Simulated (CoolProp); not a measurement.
Vapour-liquid equilibrium of n-heptane (1) + o-xylene (2) at 98.35 °C; x and y are mole fractions of (1).

Values from CoolProp's multi-fluid Helmholtz-energy mixture model, Span 2003 and Zhou 2012; pair parameters Bell 2016.

```json
[
 {"x": "0.05", "bubble pressure (kPa)": "30.65", "y at the bubble point": "0.220", "dew pressure at overall composition x (kPa)": "26.11", "liquid density (mol/L)": "7.566"},
 {"x": "0.15", "bubble pressure (kPa)": "40.67", "y at the bubble point": "0.466", "dew pressure at overall composition x (kPa)": "28.60", "liquid density (mol/L)": "7.398"},
 {"x": "0.25", "bubble pressure (kPa)": "49.43", "y at the bubble point": "0.604", "dew pressure at overall composition x (kPa)": "31.60", "liquid density (mol/L)": "7.234"},
 {"x": "0.35", "bubble pressure (kPa)": "57.30", "y at the bubble point": "0.696", "dew pressure at overall composition x (kPa)": "35.26", "liquid density (mol/L)": "7.074"},
 {"x": "0.45", "bubble pressure (kPa)": "64.54", "y at the bubble point": "0.764", "dew pressure at overall composition x (kPa)": "39.82", "liquid density (mol/L)": "6.918"},
 {"x": "0.55", "bubble pressure (kPa)": "71.39", "y at the bubble point": "0.818", "dew pressure at overall composition x (kPa)": "45.61", "liquid density (mol/L)": "6.766"},
 {"x": "0.65", "bubble pressure (kPa)": "78.02", "y at the bubble point": "0.865", "dew pressure at overall composition x (kPa)": "53.12", "liquid density (mol/L)": "6.618"},
 {"x": "0.75", "bubble pressure (kPa)": "84.56", "y at the bubble point": "0.906", "dew pressure at overall composition x (kPa)": "62.98", "liquid density (mol/L)": "6.474"},
 {"x": "0.85", "bubble pressure (kPa)": "91.13", "y at the bubble point": "0.945", "dew pressure at overall composition x (kPa)": "75.85", "liquid density (mol/L)": "6.334"},
 {"x": "0.95", "bubble pressure (kPa)": "97.81", "y at the bubble point": "0.982", "dew pressure at overall composition x (kPa)": "92.02", "liquid density (mol/L)": "6.197"}
]
```

No azeotrope shows between x = 0.05 and 0.95.

Pair parameters are fitted to limited data, so mixtures are less certain than the pure fluids.
